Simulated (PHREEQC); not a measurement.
1 kg of water holding 0.084 mol/kgw SrCl2 and 0.24 mol/kgw CaCl2 is evaporated at 15 °C; the solids stay in contact with the brine. The system is closed to CO2. Solids allowed: Portlandite. Others were left out.

The numbers come from PHREEQC with the Pitzer model, pitzer.dat.

Q: Predict water activity at water left (kg) = 0.6755, 0.2082, 0.1711, 0.09502.

A: 
```csv
water left (kg),water activity
0.6755,0.977
0.2082,0.903
0.1711,0.872
0.09502,0.704
```

Complexes and solids missing from the database can't appear.
